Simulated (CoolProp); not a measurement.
CF4 (R14) at 293.15 K and 14.2 MPa flows at 12 m/s in a round tube of 6 mm bore and 0.25 µm roughness, fully developed (64/Re and Nu = 3.66 if laminar; Colebrook and Gnielinski if turbulent). Each further row changes one setting.

Computed with CoolProp (reference Helmholtz-energy equation of state, Platzer 1990). This equation is an older, rougher fit; its heat capacities, sound speeds and derivatives of the liquid may be far off and weren't checked against measurements.

```
case             Reynolds number  Darcy friction factor  pressure drop (Pa/m)  heat-transfer coefficient (W/(m² K))  mass flow (kg/h)
---------------  ---------------  ---------------------  --------------------  ------------------------------------  ----------------
as stated                1210000                 0.0122                109000                                 13700               910
velocity 24 m/s          2430000                      …                408000                                     …              1820
diameter 12 mm           2430000                 0.0108                     …                                 12200              3640
```

Problem. Some entries are withheld; supply them.

Solution. 
- velocity 24 m/s, Darcy friction factor: 0.0114
- velocity 24 m/s, heat-transfer coefficient (W/(m² K)): 25700
- diameter 12 mm, pressure drop (Pa/m): 48400

Viscosity comes from a separate model (Huber 2003), an estimate that may be off by 10 % or more. Thermal conductivity comes from a separate model (Huber 2003), an estimate that may be off by 10 % or more.
